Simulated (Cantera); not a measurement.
Input: 1 mol Si3N4, 0.9 mol O2, 50 mol H2, 0.031 mol H2O, equilibrated at 1877 °C and 0.570 bar.

Equilibrium computed with Cantera from the NASA thermochemical tables; the gas is ideal and each condensed phase is pure. Candidate condensed phases: H2O, Si, SiO2, Si2N2O, Si3N4; 35 gas species. The tables' values for SiN are old estimates; treat these amounts as uncertain. Gases not in the tables: Si2H6 and higher silanes. The numbers say what is thermodynamically allowed, not how fast it happens.

Base state: H2 0.923, N2 0.0370, SiO 0.0339, H 0.00537, Si 0.000394, SiH2 0.000217, SiH 0.000140, Si2N 1.23e-5 (mole fractions); condensed: Si(l).

What changes in the equilibrium state with this change: pressure from 0.570 bar to 9.90e-5 bar?


```json
[
 {"species": "H2", "before": "0.923", "after": "0.597"},
 {"species": "H", "before": "0.00537", "after": "0.327"},
 {"species": "N2", "before": "0.0370", "after": "0.0304"},
 {"species": "Si", "before": "0.000394", "after": "0.0177"},
 {"species": "SiO", "before": "0.0339", "after": "0.0278"},
 {"species": "Si2N", "before": "1.23e-5", "after": "5.14e-8"},
 {"species": "SiH2", "before": "0.000217", "after": "1.09e-6"},
 {"species": "SiH", "before": "0.000140", "after": "6.65e-5"},
 {"species": "SiN", "before": "1.07e-5", "after": "5.73e-6"},
 {"species": "Si(l), mol", "before": "1.13", "after": "0"}
]
```

What changes in the equilibrium state with this change: pressure from 0.570 bar to 0.0133 bar?


| species | before | after |
|---|---|---|
| H2 | 0.923 | 0.879 |
| N2 | 0.0370 | 0.0358 |
| H | 0.00537 | 0.0342 |
| Si | 0.000394 | 0.0168 |
| SiO | 0.0339 | 0.0328 |
| Si3 | 1.14e-6 | 4.87e-5 |
| Si2 | 5.70e-6 | 0.000244 |
| SiN | 1.07e-5 | 6.86e-5 |
| Si2N | 1.23e-5 | 7.90e-5 |
| Si(l), mol | 1.13 | 0.120 |

What changes in the equilibrium state with this change: Si3N4 replaced by SiC?


| species | before | after |
|---|---|---|
| H2 | 0.923 | 0.959 |
| CO | 0 | 0.0179 |
| SiO | 0.0339 | 0.0173 |
| N2 | 0.0370 | 0 |
| C2H2 (acetylene) | 0 | 2.47e-5 |
| CH4 | 0 | 1.77e-5 |
| Si2C | 0 | 1.54e-5 |
| Si(l), mol | 1.13 | 0 |
| SiC(s), mol | 0 | 0.0656 |
Further candidate phases: C, C6H6, C7H8, C8H18, SiC.
